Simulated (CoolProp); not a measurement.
Vapour-liquid equilibrium of carbon dioxide (1) + R124 (2) at 242.3 K; x and y are mole fractions of (1).

Computed with CoolProp (multi-fluid Helmholtz-energy mixture model, Span 1996 and de Vries 1995; pair parameters Bell 2016).

Task: Give the bubble pressure and the first vapour's composition at x = 0.45, 0.55, 0.65. Is there an azeotrope?

Result: x = 0.45: 0.5875 MPa, y = 0.949; x = 0.55: 0.7132 MPa, y = 0.964; x = 0.65: 0.8475 MPa, y = 0.975. No azeotrope shows between x = 0.05 and 0.95.

The pair parameters rest on a limited set of measurements; away from them the model extrapolates.
